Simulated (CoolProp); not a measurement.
C2F6 (R116) along the isotherm 178.8 K: Z from the reference equation and from simpler models built on Tc = 293.0 K, pc = 30.48 bar, ω = 0.257; each cubic takes its own stable root.

The numbers come from the reference Helmholtz-energy equation of state, Lemmon 2006 in CoolProp. It is a short technical equation, of lower accuracy than the large ones.

```json
[
 {"p (bar)": "11.7", "phase": "liquid", "reference": "0.06470"},
 {"p (bar)": "23.4", "phase": "liquid", "reference": "0.1291"},
 {"p (bar)": "35.2", "phase": "liquid", "reference": "0.1937"}
]
```

### Question
How far does each simpler model (van der Waals, Redlich-Kwong, Peng-Robinson) lie from the reference over these 3 states: mean and median of the absolute difference, and the worst?

### Answer
- van der Waals: mean 56.7 %, median 56.6 %, worst +57.7 % at 178.8 K and 11.7 bar
- Redlich-Kwong: mean 7.3 %, median 7.3 %, worst +7.5 % at 178.8 K and 11.7 bar
- Peng-Robinson: mean 7.6 %, median 7.6 %, worst -7.6 % at 178.8 K and 35.2 bar
